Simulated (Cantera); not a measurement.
Input (Python, Cantera) and output of one run.

```python
import numpy as np
import cantera as ct

gas_names = """
    N NO NO2 NO3 N2 N2O O O2 O3 Si SiN SiO SiO2 Si2 Si2N Si3
""".split()
cond_names = """
    Si(cr) Si(L) SiO2(Lqz) SiO2(hqz) SiO2(L) Si2N2O(s) Si3N4(a)
""".split()


def load(file, names, dense=False):
    # The tables refer to 1 bar. Condensed volumes are neglected.
    table = {s.name: s for s in ct.Species.list_from_file(file)}
    out = []
    for n in names:
        d = dict(table[n].input_data)
        d["thermo"] = dict(d["thermo"], **{"reference-pressure": 1e5})
        if dense:
            d["equation-of-state"] = {"model": "constant-volume", "density": "1e6 g/cm^3"}
        out.append(ct.Species.from_dict(d))
    return out


gas = ct.Solution(thermo="ideal-gas", species=load("nasa_gas.yaml", gas_names))
cond = {s.name: ct.Solution(thermo="fixed-stoichiometry", species=[s], name=s.name)
        for s in load("nasa_condensed.yaml", cond_names, dense=True)}
atoms = {
    'Si3N4': {'Si': 3, 'N': 4},
    'N2O': {'N': 2, 'O': 1},
    'N2': {'N': 2},
}
top_T = {'Si2N2O(s)': 2100, 'Si3N4(a)': 2400}  # K; cautious upper limits of use, not melting points


def equilibrate(T, P, feed):
    n = {}
    for name, mol in feed.items():
        for a, k in atoms[name].items():
            n[a] = n.get(a, 0.0) + k * mol
    gas.TPX = T, P, n
    mass = sum(n.values()) * gas.mean_molecular_weight
    gas.equilibrate("TP")
    valid = [c for c in cond.values() if c.min_temp <= T <= top_T.get(c.name, c.max_temp)]
    mix = ct.Mixture([(gas, mass / gas.mean_molecular_weight)] + [(c, 0.0) for c in valid])
    mix.T, mix.P = T, P
    mix.equilibrate("TP", solver="vcs", rtol=1e-11, max_steps=5000)
    return mix


results = []
feed = {'Si3N4': 1, 'N2O': 1.3, 'N2': 10}  # mol
P = 11  # Pa
for T in [1273, 1348, 1423, 1498, 1573, 1648, 1723, 1798, 1873, 1948, 2023, 2098, 2173, 2248]:
    mix = equilibrate(T, P, feed)
    results.append((T, P, feed, dict(zip(mix.species_names, mix.species_moles))))
    x = sorted(zip(gas.X, gas.species_names), reverse=True)
    print(f"T = {T:g} K  P = {P:g} Pa  gas = {mix.phase_moles(0):.4g} mol")
    print("   x: " + "  ".join(f"{s} {v:.3e}" for v, s in x if v > 0.0001))
    print("   condensed (mol): " + ("  ".join(f"{mix.phase(i).name} {mix.phase_moles(i):.4g}"
          for i in range(1, mix.n_phases) if mix.phase_moles(i) > 1e-12) or "none"))
```

Output:

```
T = 1273 K  P = 11 Pa  gas = 11.73 mol
   x: N2 1.000e+00
   condensed (mol): Si2N2O(s) 1.3  Si3N4(a) 0.1333
T = 1348 K  P = 11 Pa  gas = 11.73 mol
   x: N2 1.000e+00
   condensed (mol): Si2N2O(s) 1.3  Si3N4(a) 0.1335
T = 1423 K  P = 11 Pa  gas = 11.74 mol
   x: N2 9.995e-01  SiO 4.838e-04
   condensed (mol): Si2N2O(s) 1.294  Si3N4(a) 0.1352
T = 1498 K  P = 11 Pa  gas = 11.82 mol
   x: N2 9.943e-01  SiO 5.598e-03
   condensed (mol): Si2N2O(s) 1.234  Si3N4(a) 0.1552
T = 1573 K  P = 11 Pa  gas = 14.24 mol
   x: N2 9.211e-01  SiO 7.838e-02  Si 4.999e-04
   condensed (mol): Si(cr) 1.509  Si2N2O(s) 0.1839
T = 1648 K  P = 11 Pa  gas = 14.63 mol
   x: N2 9.088e-01  SiO 8.883e-02  Si 2.342e-03
   condensed (mol): Si(cr) 1.664
T = 1723 K  P = 11 Pa  gas = 14.73 mol
   x: N2 9.026e-01  SiO 8.823e-02  Si 8.940e-03
   condensed (mol): Si(L) 1.563
T = 1798 K  P = 11 Pa  gas = 15.03 mol
   x: N2 8.849e-01  SiO 8.651e-02  Si 2.804e-02  Si2N 1.986e-04  Si2 1.684e-04  SiN 1.232e-04
   condensed (mol): Si(L) 1.264
T = 1873 K  P = 11 Pa  gas = 15.89 mol
   x: N2 8.366e-01  SiO 8.181e-02  Si 8.017e-02  Si2 5.984e-04  Si2N 4.117e-04  SiN 2.768e-04  Si3 1.369e-04
   condensed (mol): Si(L) 0.383
T = 1948 K  P = 11 Pa  gas = 16.28 mol
   x: N2 8.165e-01  Si 1.027e-01  SiO 7.983e-02  Si2 4.549e-04  SiN 2.878e-04  Si2N 1.930e-04
   condensed (mol): none
T = 2023 K  P = 11 Pa  gas = 16.29 mol
   x: N2 8.162e-01  Si 1.035e-01  SiO 7.979e-02  SiN 2.418e-04  Si2 2.268e-04
   condensed (mol): none
T = 2098 K  P = 11 Pa  gas = 16.3 mol
   x: N2 8.160e-01  Si 1.038e-01  SiO 7.978e-02  SiN 2.050e-04  Si2 1.178e-04
   condensed (mol): none
T = 2173 K  P = 11 Pa  gas = 16.3 mol
   x: N2 8.160e-01  Si 1.040e-01  SiO 7.977e-02  SiN 1.755e-04
   condensed (mol): none
T = 2248 K  P = 11 Pa  gas = 16.3 mol
   x: N2 8.160e-01  Si 1.041e-01  SiO 7.976e-02  SiN 1.518e-04
   condensed (mol): none
```

Cantera equilibrium calculation (NASA polynomials, part measured and part estimated; ideal gas, pure solids and liquids). Mutual solubility and eutectic melting of coexisting phases are not modelled. The tables' values for SiN are old estimates; treat these amounts as uncertain.
